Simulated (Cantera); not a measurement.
Cantera with NASA thermochemical tables; ideal gases at 1 bar, condensed phases pure. Values are per mole of reaction as written; species without (g) are pure solids or liquids, kept so even where they would boil at 1 bar.

CaS ⇌ S + Ca, with ΔH° = 473.2 kJ and ΔS° = 18.0 J/K at 300 K.

Task: How far is the shortcut ΔG° ≈ ΔH°(300 K) − T·ΔS°(300 K) from the full temperature-dependent value at 375, 425, 475, 525, 575, 625, 675, 725, 775 K?

Result: 
```tsv
T (K)	shortcut (kJ)	full (kJ)	difference (kJ)	difference in log10 K	condensed phases
375	466.5	466.4	0.0	0.00	CaS(s), S(s), Ca(s)
425	465.6	465.3	0.3	-0.03	CaS(s), S(l), Ca(s)
475	464.7	464.0	0.7	-0.08	CaS(s), S(l), Ca(s)
525	463.8	462.6	1.2	-0.12	CaS(s), S(l), Ca(s)
575	462.9	461.1	1.8	-0.16	CaS(s), S(l), Ca(s)
625	462.0	459.5	2.4	-0.20	CaS(s), S(l), Ca(s)
675	461.1	457.9	3.2	-0.24	CaS(s), S(l), Ca(s)
725	460.2	456.2	3.9	-0.28	CaS(s), S(l), Ca(s)
775	459.3	454.5	4.8	-0.32	CaS(s), S(l), Ca(s)
```
The shortcut ignores heat capacities and the phase changes listed.
